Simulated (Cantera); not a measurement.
**Stirred combustor or abatement burner**

A perfectly stirred reactor is fed with 1.97 % CH4, 0.452 % C2H6, 0.472 % C3H8, 9.04 % O2, 71.6 % N2, 16.5 % CO2, equivalence ratio 0.87, at 1.40 bar; it is adiabatic with a 375 K inlet, and is followed from long to short residence time, starting on the burning branch (τ in s: 0.18, 0.086, 0.041, 0.02, 0.0095, 0.0046, 0.0022, 0.001, 0.0005, 0.00024, 0.00012, 5.6e-05, 2.7e-05).

Computed with Cantera and GRI-Mech 3.0 (53 species, 325 reactions).

```tsv
τ (s)	T (K)	x CH4	x C2H6	x C3H8	x NO	x H2	x CH2	x CH2O
0.18	1237	6.31e-5	3.44e-6	3.47e-6	1.90e-7	0.000163	2.91e-8	6.95e-6
0.086	375	0.0197	0.00452	0.00472	<1e-12	<1e-12	<1e-12	<1e-12
0.041	375	0.0197	0.00452	0.00472	<1e-12	<1e-12	<1e-12	<1e-12
0.020	375	0.0197	0.00452	0.00472	<1e-12	<1e-12	<1e-12	<1e-12
0.0095	375	0.0197	0.00452	0.00472	<1e-12	<1e-12	<1e-12	<1e-12
0.0046	375	0.0197	0.00452	0.00472	<1e-12	<1e-12	<1e-12	<1e-12
0.0022	375	0.0197	0.00452	0.00472	<1e-12	<1e-12	<1e-12	<1e-12
0.0010	375	0.0197	0.00452	0.00472	<1e-12	<1e-12	<1e-12	<1e-12
0.00050	375	0.0197	0.00452	0.00472	<1e-12	<1e-12	<1e-12	<1e-12
0.00024	375	0.0197	0.00452	0.00472	<1e-12	<1e-12	<1e-12	<1e-12
0.00012	375	0.0197	0.00452	0.00472	<1e-12	<1e-12	<1e-12	<1e-12
5.6e-5	375	0.0197	0.00452	0.00472	<1e-12	<1e-12	<1e-12	<1e-12
2.7e-5	375	0.0197	0.00452	0.00472	<1e-12	<1e-12	<1e-12	<1e-12
```
x: mole fraction; the columns are a selection and need not sum to one.
